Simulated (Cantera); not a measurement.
A perfectly stirred reactor is fed with 25.2 % H2, 15.7 % O2, 59.1 % N2, equivalence ratio 0.80, at 1.00 bar; it is adiabatic with a 748 K inlet, and is followed from long to short residence time, starting on the burning branch (τ in s: 0.08, 0.035, 0.016, 0.0068, 0.003, 0.0013, 0.00058, 0.00026, 0.00011, 5e-05, 2.2e-05, 9.6e-06).

Cantera simulation using the H2/O2 subset of GRI-Mech 3.0, which has no nitrogen chemistry; the numbers are that mechanism's predictions, not measurements.

Question: Predict: blow-out, bracketed by the residence times tried; x(H2) at τ = 80.0 ms; x(O2) at τ = 80.0 ms; x(H2O2) at τ = 80.0 ms; x(OH) at τ = 80.0 ms; x(H2O) at τ = 80.0 ms; x(H2) at τ = 0.580 ms; x(O2) at τ = 0.580 ms; x(H2O2) at τ = 0.580 ms; x(OH) at τ = 0.580 ms; x(H2O) at τ = 0.580 ms.

Answer: blow-out, bracketed by the residence times tried: burning at 9.60 µs, the shortest tried
x(H2) at τ = 80.0 ms: 0.00709
x(O2) at τ = 80.0 ms: 0.0352
x(H2O2) at τ = 80.0 ms: 3.21e-7
x(OH) at τ = 80.0 ms: 0.0133
x(H2O) at τ = 80.0 ms: 0.270
x(H2) at τ = 0.580 ms: 0.0201
x(O2) at τ = 0.580 ms: 0.0392
x(H2O2) at τ = 0.580 ms: 3.29e-7
x(OH) at τ = 0.580 ms: 0.0194
x(H2O) at τ = 0.580 ms: 0.245
